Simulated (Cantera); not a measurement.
What does this Cantera script print?

```python
import numpy as np
import cantera as ct

gas_names = """
    CL2 ALCL AL2CL6 ALCL3
""".split()
cond_names = """
    AL(cr) AL(L)
""".split()


# ... load() reads the species with a 1 bar reference pressure and builds the phases ...
species = {s.name: s for s in load("nasa_gas.yaml", gas_names) + load("nasa_condensed.yaml", cond_names)}
# Each term lists the table entries of one substance; the one whose range holds T is used.
reactions = {
    '2 Al + Cl2(g) = 2 AlCl(g)':
        [(-2, ['AL(cr)', 'AL(L)']), (-1, ['CL2']), (2, ['ALCL'])],
    '0.6667 Al + Cl2(g) = 0.3333 Al2Cl6(g)':
        [(-0.6666666666666666, ['AL(cr)', 'AL(L)']), (-1, ['CL2']), (0.3333333333333333, ['AL2CL6'])],
    '0.6667 Al + Cl2(g) = 0.6667 AlCl3(g)':
        [(-0.6666666666666666, ['AL(cr)', 'AL(L)']), (-1, ['CL2']), (0.6666666666666666, ['ALCL3'])],
}


def pick(names, T):
    return next(species[n] for n in names if species[n].thermo.min_temp <= T <= species[n].thermo.max_temp)


results = []
for label, terms in reactions.items():
    print(label)
    print("     T/K   dH/kJ  dS/(J/K)   dG/kJ   log10 K")
    for T in [300, 523, 723, 923, 1123, 1323, 1523, 1723, 1923]:
        used = [(nu, pick(names, T)) for nu, names in terms]
        dH = sum(nu * s.thermo.h(T) for nu, s in used) / 1e6
        dS = sum(nu * s.thermo.s(T) for nu, s in used) / 1e3
        dG = dH - T * dS / 1e3
        logK = -dG * 1e6 / (ct.gas_constant * T * np.log(10))
        results.append((label, T, dH, dS, dG, logK, [s.name for _, s in used]))
        print(f"{T:8g} {dH:8.1f} {dS:8.1f} {dG:8.1f} {logK:8.2f}")
```

Result:

```
2 Al + Cl2(g) = 2 AlCl(g)
     T/K   dH/kJ  dS/(J/K)   dG/kJ   log10 K
     300   -103.0    176.2   -155.8    27.13
     523   -106.4    167.7   -194.1    19.38
     723   -110.3    161.4   -227.0    16.40
     923   -115.4    155.2   -258.7    14.64
    1123   -142.0    127.2   -284.8    13.25
    1323   -147.1    123.0   -309.8    12.23
    1523   -152.2    119.4   -334.1    11.46
    1723   -157.2    116.3   -357.6    10.84
    1923   -162.3    113.6   -380.6    10.34
0.6667 Al + Cl2(g) = 0.3333 Al2Cl6(g)
     T/K   dH/kJ  dS/(J/K)   dG/kJ   log10 K
     300   -431.9    -83.6   -406.8    70.84
     523   -431.1    -81.7   -388.4    38.79
     723   -430.5    -80.6   -372.2    26.89
     923   -430.2    -80.3   -356.1    20.15
    1123   -437.1    -87.6   -338.7    15.75
    1323   -436.7    -87.3   -321.2    12.68
    1523   -436.4    -87.1   -303.7    10.42
    1723   -436.0    -86.9   -286.3     8.68
    1923   -435.8    -86.7   -268.9     7.31
0.6667 Al + Cl2(g) = 0.6667 AlCl3(g)
     T/K   dH/kJ  dS/(J/K)   dG/kJ   log10 K
     300   -389.7    -32.3   -380.0    66.17
     523   -390.2    -33.4   -372.7    37.22
     723   -390.6    -34.1   -366.0    26.44
     923   -391.4    -35.1   -359.1    20.32
    1123   -399.4    -43.5   -350.5    16.30
    1323   -400.1    -44.1   -341.7    13.49
    1523   -400.9    -44.7   -332.9    11.42
    1723   -401.7    -45.2   -323.9     9.82
    1923   -402.5    -45.6   -314.8     8.55
```

Cantera with NASA thermochemical tables; ideal gases at 1 bar, condensed phases pure. Condensed species are held in their standard states even where they would react or evaporate.
